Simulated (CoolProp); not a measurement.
Saturated liquid density (kg/m³) of n-dodecane: the reference equation beside estimates from Tc = 658.1 K, pc = 1.818 MPa, ω = 0.574. Rackett uses Z = 0.29056 − 0.08775 ω.

Computed with CoolProp (reference Helmholtz-energy equation of state, Lemmon 2004). It is a short technical equation, of lower accuracy than the large ones.

```
T (K)  reference  Rackett  van der Waals  Redlich-Kwong  Soave-Redlich-Kwong  Peng-Robinson
-----  ---------  -------  -------------  -------------  -------------------  -------------
502.3      581.8    606.1          304.0          434.3                478.3          541.5
513.5      570.8    594.2          298.4          424.2                468.4          530.6
524.8      559.2    581.7          292.5          413.7                457.7          518.8
536        547.1    568.8          286.4          402.7                446.4          506.2
547.2      534.5    555.4          280.0          391.2                434.4          492.6
558.4      521.2    541.3          273.3          379.0                421.4          478.0
569.6      507.0    526.4          266.1          366.2                407.4          462.1
580.9      491.7    510.5          258.4          352.3                392.0          444.6
592.1      475.3    493.5          250.2          337.6                375.4          425.4
603.3      457.3    474.9          241.2          321.7                356.9          404.1
614.5      437.3    454.3          231.3          304.1                336.2          380.0
```

Absolute difference from the reference over all 11 rows, mean and median: Rackett 3.9 and 3.9 %, van der Waals 47.5 and 47.6 %, Redlich-Kwong 27.5 and 27.3 %, Soave-Redlich-Kwong 19.7 and 19.1 %, Peng-Robinson 9.0 and 8.3 %.
